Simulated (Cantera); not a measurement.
Cantera run:

```python
import numpy as np
import cantera as ct

gas_names = """
    PbI2 Pb
""".split()
cond_names = """
    I2(cr) I2(L)
""".split()


# ... load() reads the species with a 1 bar reference pressure and builds the phases ...
species = {s.name: s for s in load("nasa_gas.yaml", gas_names) + load("nasa_condensed.yaml", cond_names)}
# Each term lists the table entries of one substance; the one whose range holds T is used.
reactions = {
    'PbI2(g) = Pb(g) + I2':
        [(-1, ['PbI2']), (1, ['Pb']), (1, ['I2(cr)', 'I2(L)'])],
}


def pick(names, T):
    return next(species[n] for n in names if species[n].thermo.min_temp <= T <= species[n].thermo.max_temp)


results = []
for label, terms in reactions.items():
    print(label)
    print("     T/K   dH/kJ  dS/(J/K)   dG/kJ   log10 K")
    for T in [398, 423, 448, 473, 498, 523, 548, 573, 598]:
        used = [(nu, pick(names, T)) for nu, names in terms]
        dH = sum(nu * s.thermo.h(T) for nu, s in used) / 1e6
        dS = sum(nu * s.thermo.s(T) for nu, s in used) / 1e3
        dG = dH - T * dS / 1e3
        logK = -dG * 1e6 / (ct.gas_constant * T * np.log(10))
        results.append((label, T, dH, dS, dG, logK, [s.name for _, s in used]))
        print(f"{T:8g} {dH:8.1f} {dS:8.1f} {dG:8.1f} {logK:8.2f}")
```

Output:

```
PbI2(g) = Pb(g) + I2
     T/K   dH/kJ  dS/(J/K)   dG/kJ   log10 K
     398    216.3    -21.0    224.7   -29.49
     423    217.4    -18.4    225.2   -27.81
     448    218.5    -16.0    225.6   -26.31
     473    219.5    -13.7    226.0   -24.96
     498    220.6    -11.5    226.3   -23.74
     523    221.6     -9.5    226.6   -22.63
     548    222.7     -7.5    226.8   -21.62
     573    223.8     -5.6    227.0   -20.69
     598    224.8     -3.8    227.1   -19.83
```

Cantera with NASA thermochemical tables; ideal gases at 1 bar, condensed phases pure. Condensed species are held in their standard states even where they would react or evaporate.
